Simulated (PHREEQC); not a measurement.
A PHREEQC input (ion-association model, phreeqc.dat):

```
SOLUTION 1
  temp 45
  units mg/L
  pH 6.44
  pe 12.9
  Na 0.482
  K 0.666
  Ca 1,23
  Mg 0.165
  Cl 1.07
  S(6) 0.625 as SO4
  Alkalinity 4.17 as HCO3
  Br 0.0143
END
USE solution 1
EQUILIBRIUM_PHASES 1
  Quartz 0 0.5
  CO2(g) -3.4 10
END
```

The run finishes without an error or a warning.

Its last state differs from that of the intended input:

```tsv
quantity	as run	intended
ionic strength (mol/kgw)	0.000145	0.000156
CaSO4 (mol/kgw)	2.93e-8	3.59e-8
CaHCO3+ (mol/kgw)	2.46e-8	3.01e-8
CaCO3 (mol/kgw)	4.16e-9	5.10e-9
CaOH+ (mol/kgw)	5.96e-11	7.31e-11
```

**Question.** One thing in the input isn't as intended. What explains the difference?

**Answer.** This is not unique; one that fits is The fault: a decimal comma in the Ca value. The line should read `Ca 1.23` where the input has `Ca 1,23`.
